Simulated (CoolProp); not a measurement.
Vapour pressure (bar) of c-C4F8 (RC318): the reference equation beside estimates from Tc = 115.2 °C, pc = 27.78 bar, ω = 0.355.

Model: reference Helmholtz-energy equation of state, Platzer 1990, in CoolProp. This equation is an older, rougher fit; its heat capacities, sound speeds and derivatives of the liquid may be far off and weren't checked against measurements.

```json
[
 {"T (°C)": "2.95", "reference": "1.445", "Lee-Kesler": "1.446", "van der Waals": "6.022", "Redlich-Kwong": "2.764", "Peng-Robinson": "1.441"},
 {"T (°C)": "14.65", "reference": "2.214", "Lee-Kesler": "2.217", "van der Waals": "7.400", "Redlich-Kwong": "3.859", "Peng-Robinson": "2.200"},
 {"T (°C)": "26.35", "reference": "3.262", "Lee-Kesler": "3.267", "van der Waals": "8.966", "Redlich-Kwong": "5.230", "Peng-Robinson": "3.238"},
 {"T (°C)": "38.05", "reference": "4.649", "Lee-Kesler": "4.653", "van der Waals": "10.73", "Redlich-Kwong": "6.910", "Peng-Robinson": "4.618"},
 {"T (°C)": "49.85", "reference": "6.456", "Lee-Kesler": "6.456", "van der Waals": "12.71", "Redlich-Kwong": "8.947", "Peng-Robinson": "6.423"},
 {"T (°C)": "61.55", "reference": "8.720", "Lee-Kesler": "8.714", "van der Waals": "14.89", "Redlich-Kwong": "11.34", "Peng-Robinson": "8.698"},
 {"T (°C)": "73.25", "reference": "11.53", "Lee-Kesler": "11.52", "van der Waals": "17.29", "Redlich-Kwong": "14.12", "Peng-Robinson": "11.54"},
 {"T (°C)": "84.95", "reference": "14.98", "Lee-Kesler": "14.96", "van der Waals": "19.91", "Redlich-Kwong": "17.33", "Peng-Robinson": "15.03"},
 {"T (°C)": "96.65", "reference": "19.16", "Lee-Kesler": "19.17", "van der Waals": "22.76", "Redlich-Kwong": "20.99", "Peng-Robinson": "19.26"}
]
```

Absolute difference from the reference over all 9 rows, mean and median: Lee-Kesler 0.1 and 0.1 %, van der Waals 125.1 and 96.9 %, Redlich-Kwong 43.4 and 38.6 %, Peng-Robinson 0.4 and 0.5 %.
